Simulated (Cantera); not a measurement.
Input (Python, Cantera) and output of one run.

```python
import numpy as np
import cantera as ct

gas_names = """
    CL CL2 H HCL H2 Si SiCL SiCL2 SiCL3 SiCL4 SiH SiHCL3 SiH2 SiH2CL2 SiH3 SiH3CL SiH4 Si2 Si3
""".split()
cond_names = """
    Si(cr) Si(L)
""".split()


def load(file, names, dense=False):
    # The tables refer to 1 bar. Condensed volumes are neglected.
    table = {s.name: s for s in ct.Species.list_from_file(file)}
    out = []
    for n in names:
        d = dict(table[n].input_data)
        d["thermo"] = dict(d["thermo"], **{"reference-pressure": 1e5})
        if dense:
            d["equation-of-state"] = {"model": "constant-volume", "density": "1e6 g/cm^3"}
        out.append(ct.Species.from_dict(d))
    return out


gas = ct.Solution(thermo="ideal-gas", species=load("nasa_gas.yaml", gas_names))
cond = {s.name: ct.Solution(thermo="fixed-stoichiometry", species=[s], name=s.name)
        for s in load("nasa_condensed.yaml", cond_names, dense=True)}
atoms = {
    'Si': {'Si': 1},
    'Cl2': {'CL': 2},
    'H2': {'H': 2},
}
top_T = {}  # K; cautious upper limits of use, not melting points


def equilibrate(T, P, feed):
    n = {}
    for name, mol in feed.items():
        for a, k in atoms[name].items():
            n[a] = n.get(a, 0.0) + k * mol
    gas.TPX = T, P, n
    mass = sum(n.values()) * gas.mean_molecular_weight
    gas.equilibrate("TP")
    valid = [c for c in cond.values() if c.min_temp <= T <= top_T.get(c.name, c.max_temp)]
    mix = ct.Mixture([(gas, mass / gas.mean_molecular_weight)] + [(c, 0.0) for c in valid])
    mix.T, mix.P = T, P
    mix.equilibrate("TP", solver="vcs", rtol=1e-11, max_steps=5000)
    return mix


results = []
T = 1000  # K
P = 190000  # Pa
for m in [0.5, 0.59, 0.7, 0.83, 0.99, 1.2, 1.4, 1.7, 2, 2.3, 2.8]:
    feed = {'Si': 1, 'Cl2': m, 'H2': 1.6}  # mol
    mix = equilibrate(T, P, feed)
    results.append((T, P, feed, dict(zip(mix.species_names, mix.species_moles))))
    x = sorted(zip(gas.X, gas.species_names), reverse=True)
    print(f"T = {T:g} K  P = {P:g} Pa  n(Cl2) = {m:g} mol  gas = {mix.phase_moles(0):.4g} mol")
    print("   x: " + "  ".join(f"{s} {v:.3e}" for v, s in x if v > 0.001))
    print("   condensed (mol): " + ("  ".join(f"{mix.phase(i).name} {mix.phase_moles(i):.4g}"
          for i in range(1, mix.n_phases) if mix.phase_moles(i) > 1e-12) or "none"))
```

It prints:

```
T = 1000 K  P = 190000 Pa  n(Cl2) = 0.5 mol  gas = 1.825 mol
   x: H2 8.394e-01  SiCL4 8.897e-02  SiHCL3 5.740e-02  HCL 9.169e-03  SiH2CL2 3.995e-03
   condensed (mol): Si(cr) 0.7237
T = 1000 K  P = 190000 Pa  n(Cl2) = 0.59 mol  gas = 1.866 mol
   x: H2 8.164e-01  SiCL4 1.048e-01  SiHCL3 6.402e-02  HCL 9.420e-03  SiH2CL2 4.217e-03
   condensed (mol): Si(cr) 0.6749
T = 1000 K  P = 190000 Pa  n(Cl2) = 0.7 mol  gas = 1.917 mol
   x: H2 7.897e-01  SiCL4 1.236e-01  SiHCL3 7.126e-02  HCL 9.656e-03  SiH2CL2 4.430e-03  SiCL3 1.012e-03
   condensed (mol): Si(cr) 0.6155
T = 1000 K  P = 190000 Pa  n(Cl2) = 0.83 mol  gas = 1.977 mol
   x: H2 7.602e-01  SiCL4 1.450e-01  SiHCL3 7.881e-02  HCL 9.859e-03  SiH2CL2 4.619e-03  SiCL3 1.141e-03
   condensed (mol): Si(cr) 0.5455
T = 1000 K  P = 190000 Pa  n(Cl2) = 0.99 mol  gas = 2.051 mol
   x: H2 7.266e-01  SiCL4 1.702e-01  SiHCL3 8.685e-02  HCL 1.003e-02  SiH2CL2 4.782e-03  SiCL3 1.286e-03
   condensed (mol): Si(cr) 0.4597
T = 1000 K  P = 190000 Pa  n(Cl2) = 1.2 mol  gas = 2.15 mol
   x: H2 6.864e-01  SiCL4 2.011e-01  SiHCL3 9.568e-02  HCL 1.017e-02  SiH2CL2 4.910e-03  SiCL3 1.458e-03
   condensed (mol): Si(cr) 0.3476
T = 1000 K  P = 190000 Pa  n(Cl2) = 1.4 mol  gas = 2.244 mol
   x: H2 6.516e-01  SiCL4 2.286e-01  SiHCL3 1.026e-01  HCL 1.023e-02  SiH2CL2 4.970e-03  SiCL3 1.605e-03
   condensed (mol): Si(cr) 0.2413
T = 1000 K  P = 190000 Pa  n(Cl2) = 1.7 mol  gas = 2.385 mol
   x: H2 6.051e-01  SiCL4 2.666e-01  SiHCL3 1.110e-01  HCL 1.024e-02  SiH2CL2 4.984e-03  SiCL3 1.801e-03
   condensed (mol): Si(cr) 0.08246
T = 1000 K  P = 190000 Pa  n(Cl2) = 2 mol  gas = 2.601 mol
   x: H2 5.772e-01  SiCL4 3.466e-01  HCL 3.831e-02  SiHCL3 3.680e-02
   condensed (mol): none
T = 1000 K  P = 190000 Pa  n(Cl2) = 2.3 mol  gas = 2.9 mol
   x: H2 4.432e-01  SiCL4 3.397e-01  HCL 2.120e-01  SiHCL3 5.004e-03
   condensed (mol): none
T = 1000 K  P = 190000 Pa  n(Cl2) = 2.8 mol  gas = 3.4 mol
   x: HCL 4.716e-01  SiCL4 2.931e-01  H2 2.343e-01  SiHCL3 1.026e-03
   condensed (mol): none
```

Method: chemical equilibrium by Gibbs-energy minimisation in Cantera with the NASA 1993 tables (ideal gas, pure condensed phases). The tables' values for SiCl3 are old estimates; treat these amounts as uncertain.
